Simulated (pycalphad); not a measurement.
CALPHAD calculation (pycalphad, COST 507 light-alloy database (1999)), 1 atm. The data set is of 1999 and partly superseded. Phase fractions are per mole of atoms.

Problem. Give the equilibrium state of Al-2.36Si-0.19Mg (at.%) at 417 °C.

Solution. fcc, fraction 0.979, with 0.31 Si, 0.19 Mg at.%; diamond (Si), fraction 0.021, with >99.99 Si, no Mg at.%; MG2SI, fraction 0.000, with 33.3 Si, 66.7 Mg at.%.

Problem. Give the equilibrium state of Al-2.36Si-0.19Mg (at.%) at 577 °C.

Solution. 
```
T = 850.00 K, P = 101325 Pa, N = 1 mol of atoms
G = -32952 J/mol, H = 17249 J/mol, S = 59.06 J/(mol K)  (SER reference)
chemical potentials (J/mol): Al -33079, Si -24046, Mg -78159
phase             fraction      x(Al)      x(Si)      x(Mg)
FCC_A1              0.9077     0.9848     0.0140     0.0013
LIQUID              0.0923     0.8735     0.1182     0.0083
```

Database names, with the compositions (at.%) that they take in these runs: MG2SI: Mg 67 Si 33. FCC_A1 is fcc. An entry "none" or "no" means that the model of the phase leaves that element out.
